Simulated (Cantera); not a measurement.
Charge: 1 mol TiO2, 1500 mol H2, held at 1598.15 K and 32.0 mbar.

These are equilibrium values from Cantera (NASA tables, ideal gas, pure condensed phases), not measurements of a reactor. Candidate condensed phases: H2O, Ti, TiO, TiO2, Ti2O3, Ti3O5, Ti4O7; 12 gas species. The numbers say what is thermodynamically allowed, not how fast it happens.

Base state: H2 0.999, H2O 0.000333, H 0.000298 (mole fractions); condensed: Ti2O3(s).

What changes in the equilibrium state with this change: temperature from 1598.15 K to 1298 K?


```
species          before     after
-------------  --------  --------
H2                0.999     1.000
H2O            0.000333  0.000222
H              0.000298   5.99e-6
Ti2O3(s), mol     0.500         0
Ti3O5(s), mol         0     0.333
```
